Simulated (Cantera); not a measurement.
An isothermal, constant-pressure homogeneous reactor starts with 7.89 % H2, 6.58 % O2, 85.5 % N2, at 875 K and 0.987 atm.

Detailed kinetics in Cantera: the H2/O2 subset of GRI-Mech 3.0, which has no nitrogen chemistry. Below about 950 K walls govern HO2 and H2O2 in real vessels. The temperature is held fixed by assumption; the heat of reaction is taken as removed at once.

One state of this run: x H2 = 0.0439; x O2 = 0.0486; x H2O2 = 0.000239; x HO2 = 1.20e-5; x O = 8.74e-9; x H2O = 0.0362; x OH = 9.26e-9. x: mole fraction; the columns are a selection and need not sum to one.

Which value of t (s) does it belong to?
A. 6.97
B. 0.000972
C. 41.2
D. 16.9

A, 6.97
